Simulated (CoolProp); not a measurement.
Vapour-liquid equilibrium of ethanol (1) + n-hexane (2) at 116.35 °C; x and y are mole fractions of (1).

Computed with CoolProp (multi-fluid Helmholtz-energy mixture model, Schroeder 2014 and Thol 2019; pair parameters Bell 2016).

Q: Give the bubble pressure and the first vapour's composition at x = 0.125, 0.65, 0.875. Is there an azeotrope?

A: x = 0.125: 0.4969 MPa, y = 0.308; x = 0.65: 0.5498 MPa, y = 0.533; x = 0.875: 0.4753 MPa, y = 0.726. y crosses x between x = 0.425 and 0.5: the model has an azeotrope there.

The pair parameters rest on a limited set of measurements; away from them the model extrapolates.
